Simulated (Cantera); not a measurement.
Input: 1 mol SiHCl₃, 18 mol N₂, 4.5 mol H₂, equilibrated at 1.00 Torr.

Equilibrium computed with Cantera from the NASA thermochemical tables; the gas is ideal and each condensed phase is pure. Candidate condensed phases: NH₄Cl, Si, Si₃N₄; 28 gas species. N₂ is the only nitrogen source here; it is nearly inert below about 1500 K, so the nitride shown seldom forms there in practice. The tables' values for SiCl, SiCl₃, SiN are old estimates; treat these amounts as uncertain. The numbers say what is thermodynamically allowed, not how fast it happens.

x: gas mole fraction; n: condensed amount in mol.

```
T (°C)   x N₂   x H₂   x HCl       x H   x SiCl₂      x Si      x Cl  n Si₃N₄(s)  n Si(s)  n Si(l)
------  -----  -----  ------  --------  --------  --------  --------  ----------  -------  -------
700     0.728  0.148   0.124   1.14e-8   4.78e-7    <1e-12   8.99e-9       0.329        0        0
800     0.728  0.148   0.124   1.47e-7   1.03e-5    <1e-12   1.12e-7       0.330        0        0
900     0.728  0.148   0.124   1.24e-6  0.000128    <1e-12   9.14e-7       0.330        0        0
1000    0.728  0.148   0.122   7.52e-6   0.00103  5.34e-11   5.27e-6       0.322        0        0
1100    0.728  0.152   0.113   3.56e-5   0.00524   6.27e-9   2.20e-5           …        0        0
1200    0.730  0.161  0.0923  0.000139    0.0154   3.82e-7   6.45e-5           …        0        0
1300    0.732  0.173  0.0659  0.000463    0.0283   1.37e-5  0.000140           …        0        0
1400    0.734  0.181  0.0441   0.00133    0.0387  0.000313  0.000252           0   0.0339        0
1500    0.732  0.179  0.0456   0.00329    0.0374   0.00160  0.000646           0        0   0.0189
1600    0.727  0.173  0.0511   0.00734    0.0334   0.00521   0.00165           0        0        0
1700    0.719  0.162  0.0608    0.0149    0.0263    0.0110   0.00417           0        0        0
1800    0.706  0.147  0.0698    0.0277    0.0178    0.0183   0.00966           0        0        0
1900    0.690  0.131  0.0733    0.0478   0.00978    0.0255    0.0195           0        0        0
```

Question: Fill in the missing entries.

Answer: 
- 1100, n Si₃N₄(s): 0.288
- 1200, n Si₃N₄(s): 0.206
- 1300, n Si₃N₄(s): 0.102
